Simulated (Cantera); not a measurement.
## Equilibrium for boron, boron nitride and boron oxide: B2O3 + NH3 + H2

Feed: 1 mol B2O3, 0.46 mol NH3, 0.41 mol H2, held at 10.0 mbar.

Method: chemical equilibrium by Gibbs-energy minimisation in Cantera with the NASA 1993 tables (ideal gas, pure condensed phases). Candidate condensed phases: B, BN, B2O3, B3O3H3, H2O; 39 gas species. Equilibrium is a limit: real reactors are often held back by kinetics, nucleation or transport.

From 1425 °C to 1475 °C the condensed part is B2O3(l). From 1525 °C to 1925 °C nothing is condensed. The main B-bearing gas is B2O3 throughout.

| T (°C) | x H2 | x B2O3 | x N2 | x HBO2 | x BO | x HBO | x H | x B2O2 | n B2O3(l) |
|---|---|---|---|---|---|---|---|---|---|
| 1425 | 0.686 | 0.0758 | 0.152 | 0.0439 | 0.00112 | 0.0320 | 0.00120 | 0.00693 | 0.816 |
| 1475 | 0.576 | 0.163 | 0.132 | 0.0676 | 0.00242 | 0.0425 | 0.00173 | 0.0132 | 0.597 |
| 1525 | 0.396 | 0.331 | 0.0984 | 0.0942 | 0.00483 | 0.0483 | 0.00222 | 0.0225 | 0 |
| 1575 | 0.391 | 0.326 | 0.0982 | 0.0983 | 0.00724 | 0.0505 | 0.00332 | 0.0227 | 0 |
| 1625 | 0.386 | 0.320 | 0.0979 | 0.102 | 0.0106 | 0.0523 | 0.00485 | 0.0227 | 0 |
| 1675 | 0.380 | 0.314 | 0.0976 | 0.107 | 0.0151 | 0.0538 | 0.00696 | 0.0225 | 0 |
| 1725 | 0.373 | 0.307 | 0.0972 | 0.111 | 0.0209 | 0.0547 | 0.00980 | 0.0220 | 0 |
| 1775 | 0.365 | 0.299 | 0.0966 | 0.115 | 0.0283 | 0.0551 | 0.0135 | 0.0211 | 0 |
| 1825 | 0.356 | 0.291 | 0.0959 | 0.120 | 0.0375 | 0.0549 | 0.0184 | 0.0200 | 0 |
| 1875 | 0.346 | 0.281 | 0.0950 | 0.124 | 0.0485 | 0.0540 | 0.0245 | 0.0187 | 0 |
| 1925 | 0.334 | 0.269 | 0.0940 | 0.128 | 0.0614 | 0.0524 | 0.0322 | 0.0171 | 0 |
x: gas mole fraction; n: condensed amount in mol.
